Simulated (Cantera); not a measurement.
An isothermal, constant-pressure homogeneous reactor starts with N2O : N2 = 1 : 0.36 (molar parts), at 1275 K and 10.00 Torr.

Cantera simulation using GRI-Mech 3.0 (53 species, 325 reactions); the numbers are that mechanism's predictions, not measurements. GRI-Mech 3.0 was tuned for natural gas; its chemistry of N2O as a main component is partial and can be far from experiment. Radical loss at walls, strong at low pressure, is not modelled. The mechanism lacks the step 2 NO + O2 → 2 NO2, which can matter for NO2 below about 1400 K. The temperature is held fixed by assumption; the heat of reaction is taken as removed at once.

x: mole fraction; the columns are a selection and need not sum to one.

| t (s) | x N2O | x O2 | x N2 | x NO2 | x O | x NO |
|---|---|---|---|---|---|---|
| 6.00e-5 | 0.735 | 3.65e-8 | 0.265 | <1e-12 | 6.49e-7 | 1.16e-8 |
| 0.000179 | 0.735 | ___ | 0.265 | <1e-12 | ___ | ___ |
| 0.000535 | 0.735 | 2.12e-6 | 0.265 | <1e-12 | 3.69e-6 | 6.75e-7 |
| 0.00160 | 0.735 | 1.13e-5 | 0.265 | <1e-12 | 5.28e-6 | 3.59e-6 |
| 0.00476 | 0.735 | 4.26e-5 | 0.265 | 1.11e-11 | 5.47e-6 | 1.35e-5 |
| 0.0142 | 0.735 | 0.000136 | 0.265 | 1.13e-10 | 5.47e-6 | 4.34e-5 |
| 0.0424 | 0.734 | 0.000416 | 0.265 | 1.02e-9 | 5.47e-6 | 0.000132 |
| 0.127 | 0.731 | 0.00125 | 0.267 | 8.54e-9 | 5.47e-6 | 0.000397 |
| 0.378 | 0.724 | 0.00371 | 0.272 | 6.15e-8 | 5.47e-6 | 0.00118 |
| 1.13 | 0.701 | 0.0109 | 0.285 | 3.30e-7 | 5.47e-6 | 0.00345 |
| 3.37 | 0.638 | 0.0306 | 0.321 | 1.27e-6 | 5.47e-6 | 0.00973 |
| 10.1 | 0.488 | 0.0779 | 0.409 | 4.07e-6 | 5.46e-6 | 0.0247 |
| 30.0 | ___ | ___ | ___ | ___ | 5.41e-6 | ___ |

Task: Complete the blanks.

Result: 
- 0.000179, x O2: 2.97e-7
- 0.000179, x O: 1.72e-6
- 0.000179, x NO: 9.45e-8
- 30.0, x N2O: 0.235
- 30.0, x O2: 0.158
- 30.0, x N2: 0.557
- 30.0, x NO2: 1.06e-5
- 30.0, x NO: 0.0500
